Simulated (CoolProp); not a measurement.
Values from CoolProp's reference Helmholtz-energy equation of state, Zhou 2011.

Problem. Give the vapour pressure (kPa), vapour density (kg/m³), liquid cp (kJ/(kg K)) of saturated dimethyl carbonate at 379.4, 390 K.

Solution. 
```
T (K)  p (kPa)  vapour density (kg/m³)  liquid cp (kJ/(kg K))
-----  -------  ----------------------  ---------------------
379.4      165                    4.92                   2.00
390        222                    6.50                   2.03
```
